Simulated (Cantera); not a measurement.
A freely propagating, adiabatic, planar premixed flame of H2 : O2 : N2 = 1 : 0.794 : 2.98 (molar parts), unburnt at 700 K and 1.00 bar; unity-Lewis-number transport, grid criteria slope 0.08 and curve 0.16, no radiation.

Detailed kinetics in Cantera: the H2/O2 subset of GRI-Mech 3.0, which has no nitrogen chemistry. Unity Lewis numbers drop preferential diffusion, which matters most where H2 and H carry the flame. Burning velocities carry a grid error of a few per cent, more on coarse grids. Lean hydrogen flames are cellular in practice and burn faster than this planar one.

x: mole fraction of selected species; z is measured from the peak of heat release.

```csv
z (mm),T (K),u (m/s),x H2,x O2,x H,x OH,x O,x H2O2
-1.000,700,5.03,0.209,0.166,<1e-8,<1e-8,<1e-8,<1e-8
-0.667,700,5.03,0.209,0.166,<1e-8,<1e-8,<1e-8,<1e-8
-0.500,700,5.03,0.209,0.166,<1e-8,<1e-8,<1e-8,<1e-8
-0.333,701,5.04,0.209,0.166,6.46e-8,<1e-8,8.50e-8,1.04e-7
-0.167,738,5.29,0.205,0.164,0.000134,3.15e-5,3.09e-5,3.10e-6
-0.0833,925,6.55,0.176,0.151,0.00435,0.000625,0.000728,6.08e-6
0,1282,8.88,0.0889,0.111,0.0283,0.00475,0.00708,6.37e-6
0.0833,1533,10.4,(withheld),(withheld),(withheld),(withheld),0.0153,(withheld)
0.167,1666,11.2,0.0208,0.0721,0.0292,0.0132,0.0161,2.04e-6
0.333,1810,12.0,0.0166,0.0692,0.0187,0.0149,0.0132,1.07e-6
0.667,1945,12.8,0.0124,0.0675,0.0102,0.0151,0.00934,6.07e-7
1.33,2057,13.4,0.00790,0.0667,0.00452,0.0136,0.00567,3.81e-7
2.67,2137,13.9,(withheld),0.0666,(withheld),(withheld),(withheld),(withheld)
```

Q: Some entries are withheld; supply them.

A: 
- 0.0833, x H2: 0.0314
- 0.0833, x O2: 0.0796
- 0.0833, x H: 0.0367
- 0.0833, x OH: 0.0107
- 0.0833, x H2O2: 3.61e-6
- 2.67, x H2: 0.00419
- 2.67, x H: 0.00160
- 2.67, x OH: 0.0107
- 2.67, x O: 0.00292
- 2.67, x H2O2: 2.59e-7
